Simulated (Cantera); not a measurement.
What does this Cantera script print?

```python
import numpy as np
import cantera as ct

gas_names = """
    H HO2 H2 H2O H2O2 O OH O2 O3 Si SiH SiH2 SiH3 SiH4 SiO SiO2 Si2 Si3
""".split()
cond_names = """
    H2O(s) H2O(L) Si(cr) Si(L) SiO2(Lqz) SiO2(hqz) SiO2(L)
""".split()


# ... load() reads the species with a 1 bar reference pressure and builds the phases ...
atoms = {
    'Si2H6': {'Si': 2, 'H': 6},
    'O3': {'O': 3},
}
top_T = {}  # K; cautious upper limits of use, not melting points


# ... equilibrate(T, P, feed) seeds the gas with the atoms and calls Mixture.equilibrate('TP', solver="vcs", rtol=1e-11, max_steps=5000) ...
results = []
feed = {'Si2H6': 1, 'O3': 0.32}  # mol
P = 1000  # Pa
for T in [598, 698, 798, 898, 998, 1098, 1198, 1298, 1398, 1498, 1598, 1698]:
    mix = equilibrate(T, P, feed)
    results.append((T, P, feed, dict(zip(mix.species_names, mix.species_moles))))
    x = sorted(zip(gas.X, gas.species_names), reverse=True)
    print(f"T = {T:g} K  P = {P:g} Pa  gas = {mix.phase_moles(0):.4g} mol")
    print("   x: " + "  ".join(f"{s} {v:.3e}" for v, s in x if v > 1e-05))
    print("   condensed (mol): " + ("  ".join(f"{mix.phase(i).name} {mix.phase_moles(i):.4g}"
          for i in range(1, mix.n_phases) if mix.phase_moles(i) > 1e-12) or "none"))
```

Result:

```
T = 598 K  P = 1000 Pa  gas = 3 mol
   x: H2 1.000e+00
   condensed (mol): Si(cr) 1.52  SiO2(Lqz) 0.48
T = 698 K  P = 1000 Pa  gas = 3 mol
   x: H2 1.000e+00
   condensed (mol): Si(cr) 1.52  SiO2(Lqz) 0.48
T = 798 K  P = 1000 Pa  gas = 3 mol
   x: H2 1.000e+00
   condensed (mol): Si(cr) 1.52  SiO2(Lqz) 0.48
T = 898 K  P = 1000 Pa  gas = 3 mol
   x: H2 1.000e+00
   condensed (mol): Si(cr) 1.52  SiO2(hqz) 0.48
T = 998 K  P = 1000 Pa  gas = 3 mol
   x: H2 1.000e+00
   condensed (mol): Si(cr) 1.52  SiO2(hqz) 0.48
T = 1098 K  P = 1000 Pa  gas = 3 mol
   x: H2 1.000e+00
   condensed (mol): Si(cr) 1.52  SiO2(hqz) 0.48
T = 1198 K  P = 1000 Pa  gas = 3 mol
   x: H2 9.999e-01  SiO 5.062e-05
   condensed (mol): Si(cr) 1.52  SiO2(hqz) 0.4799
T = 1298 K  P = 1000 Pa  gas = 3.002 mol
   x: H2 9.993e-01  SiO 7.250e-04  H 1.071e-05
   condensed (mol): Si(cr) 1.519  SiO2(hqz) 0.4789
T = 1398 K  P = 1000 Pa  gas = 3.021 mol
   x: H2 9.929e-01  SiO 7.032e-03  H 4.715e-05
   condensed (mol): Si(cr) 1.509  SiO2(hqz) 0.4694
T = 1498 K  P = 1000 Pa  gas = 3.158 mol
   x: H2 9.499e-01  SiO 4.996e-02  H 1.675e-04
   condensed (mol): Si(cr) 1.441  SiO2(hqz) 0.4011
T = 1598 K  P = 1000 Pa  gas = 3.961 mol
   x: H2 7.572e-01  SiO 2.424e-01  H 4.632e-04
   condensed (mol): Si(cr) 1.04
T = 1698 K  P = 1000 Pa  gas = 3.963 mol
   x: H2 7.564e-01  SiO 2.423e-01  H 1.258e-03  Si 6.567e-05  SiH2 1.056e-05
   condensed (mol): Si(L) 1.04
```

Cantera equilibrium calculation (NASA polynomials, part measured and part estimated; ideal gas, pure solids and liquids). The feed counts by its element totals alone. Mutual solubility and eutectic melting of coexisting phases are not modelled. The tables hold silica as quartz up to 1696 K and as liquid above; real silica turns to tridymite and cristobalite and melts near 1996 K. Gases not in the tables: Si2H6 and higher silanes.
